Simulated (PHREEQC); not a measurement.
PHREEQC input (Pitzer model, pitzer.dat):

```
SOLUTION 1
  temp 25
  units mol/kgw
  pH 7 charge
  Cl 0.0855
  Na 0.022
  Sr 0.03
  K 0.0035
END
USE solution 1
INCREMENTAL_REACTIONS false
REACTION 1
  H2O -1
  0 9.886 18.011 24.689 30.178 34.689 38.397 41.444
  43.949 46.007 47.699 49.089 50.232 51.172 51.944 52.578
  53.1 53.528 53.88 54.17 54.408 54.603 54.764 54.896 moles
EQUILIBRIUM_PHASES 1
  Halite 0 0
  Sylvite 0 0
SELECTED_OUTPUT 1
  -reset false
  -pH true
  -pe true
  -ionic_strength true
  -water true
  -activities H2O
  -totals Cl K Na Sr
  -molalities H+ Na+ K+ Sr+2 Cl- OH-
  -equilibrium_phases Halite Sylvite
PRINT
  -reset false
END
```

Selected output (columns that matter, 11 of 24 rows; water left (kg) added in front):

```
water left (kg)	pH	mu	Cl	K	Na	Sr	m_H+	m_Na+	m_K+	m_Sr+2	m_Cl-	m_OH-	la_H2O
1	6.9685	0.1155	0.0855	0.0035	0.022	0.03	1.3557e-07	0.022	0.0035	0.03	0.0855	1.3557e-07	-0.00098274
0.675514	6.9566	0.17098	0.12657	0.0051812	0.032568	0.044411	1.4182e-07	0.032568	0.0051812	0.044411	0.12657	1.4182e-07	-0.0014434
0.375043	6.9307	0.30796	0.22797	0.0093323	0.05866	0.079991	1.5273e-07	0.05866	0.0093323	0.079991	0.22797	1.5273e-07	-0.0025823
0.253345	6.9061	0.4559	0.33748	0.013815	0.086838	0.11842	1.6093e-07	0.086838	0.013815	0.11842	0.33748	1.6093e-07	-0.0038239
0.171138	6.8736	0.6749	0.4996	0.020451	0.12855	0.1753	1.696e-07	0.12855	0.020451	0.1753	0.4996	1.696e-07	-0.0056931
0.0950203	6.8042	1.2155	0.89981	0.036834	0.23153	0.31572	1.82e-07	0.23153	0.036834	0.31572	0.89981	1.82e-07	-0.010511
0.0641769	6.7374	1.7997	1.3323	0.054537	0.3428	0.46746	1.8774e-07	0.3428	0.054537	0.46746	1.3323	1.8774e-07	-0.01612
0.0433504	6.6454	2.6643	1.9723	0.080737	0.50749	0.69204	1.8841e-07	0.50749	0.080737	0.69204	1.9723	1.8841e-07	-0.025356
0.0292979	6.5155	3.9423	2.9183	0.11946	0.75091	1.024	1.8011e-07	0.75091	0.11946	1.024	2.9183	1.8011e-07	-0.041365
0.0162724	6.2038	7.0979	5.2543	0.21509	1.352	1.8436	1.4247e-07	1.352	0.21509	1.8436	5.2543	1.4247e-07	-0.094407
0.0109937	5.8704	10.506	7.7772	0.31837	2.0012	2.7288	1.0034e-07	2.0012	0.31837	2.7288	7.7772	1.0034e-07	-0.17443
```
